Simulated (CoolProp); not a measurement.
Vapour-liquid equilibrium of R227EA (1) + n-butane (2) at 0.0574 MPa; x and y are mole fractions of (1).

Values from CoolProp's multi-fluid Helmholtz-energy mixture model, Lemmon 2016 and Bücker 2006; pair parameters Bell 2016.

Question: Give the bubble temperature and the first vapour's composition at x = 0.05, 0.2, 0.35. Is there an azeotrope?

Answer: x = 0.05: -24.1 °C, y = 0.371; x = 0.2: -32.2 °C, y = 0.608; x = 0.35: -33.2 °C, y = 0.636. y crosses x between x = 0.5 and 0.65: the model has an azeotrope there.

Pair parameters are fitted to limited data, so mixtures are less certain than the pure fluids. With so large a gap from Raoult's law the liquid may split in two, which this calculation doesn't test in full.
